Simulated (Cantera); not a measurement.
An adiabatic, constant-pressure homogeneous reactor starts with 15.6 % H₂, 17.8 % O₂, 66.6 % N₂, at 950 K and 5.60 bar.

Cantera simulation using the H2/O2 subset of GRI-Mech 3.0, which has no nitrogen chemistry; the numbers are that mechanism's predictions, not measurements. The hydrogen kinetics of GRI-Mech 3.0 are dated; newer H2 mechanisms differ, most at raised pressure.

Predict: time of steepest temperature rise; temperature at 4.00 s; equilibrium temperature; x(H₂) at 4.00 s; x(O₂) at 4.00 s; x(H₂O) at 4.00 s; x(HO₂) at 4.00 s; x(H) at 4.00 s.


| Item | Value |
|---|---|
| time of steepest temperature rise | 60.4 ms |
| temperature at 4.00 s | 2072 K |
| equilibrium temperature | 2072 K |
| x(H₂) at 4.00 s | 0.000106 (gas-phase equilibrium 0.000106) |
| x(O₂) at 4.00 s | 0.108 (gas-phase equilibrium 0.108) |
| x(H₂O) at 4.00 s | 0.168 (gas-phase equilibrium 0.168) |
| x(HO₂) at 4.00 s | 4.53e-6 (gas-phase equilibrium 4.53e-6) |
| x(H) at 4.00 s | 1.15e-5 (gas-phase equilibrium 1.15e-5) |
